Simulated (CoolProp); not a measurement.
Vapour-liquid equilibrium of propylene (1) + R22 (2) at 131 kPa; x and y are mole fractions of (1).

The numbers come from the multi-fluid Helmholtz-energy mixture model, Lemmon 2013 and Kamei 1995; pair parameters Bell 2016 in CoolProp.

| x | bubble temperature (K) | y at the bubble point | dew temperature at overall composition x (K) | liquid density (mol/L) |
|---|---|---|---|---|
| 0.05 | 237.0 | [?] | 237.4 | 16.02 |
| 0.15 | 235.3 | [?] | [?] | [?] |
| 0.25 | 234.1 | 0.349 | 235.2 | 15.64 |
| 0.35 | 233.2 | 0.446 | 234.1 | 15.45 |
| 0.45 | [?] | 0.531 | 233.1 | 15.26 |
| 0.55 | 231.9 | [?] | 232.3 | 15.08 |
| 0.65 | 231.5 | 0.687 | 231.7 | [?] |
| 0.75 | 231.3 | 0.766 | 231.3 | [?] |
| 0.85 | 231.2 | 0.851 | 231.2 | 14.57 |
| 0.95 | 231.2 | 0.947 | 231.2 | 14.40 |

Q: What belongs in the gaps?

A: 
- 0.05, y at the bubble point: 0.089
- 0.15, y at the bubble point: 0.234
- 0.15, dew temperature at overall composition x (K): 236.3
- 0.15, liquid density (mol/L): 15.83
- 0.45, bubble temperature (K): 232.5
- 0.55, y at the bubble point: 0.610
- 0.65, liquid density (mol/L): 14.90
- 0.75, liquid density (mol/L): 14.73

y crosses x between x = 0.85 and 0.95: the model has an azeotrope there.

The pair parameters rest on a limited set of measurements; away from them the model extrapolates.
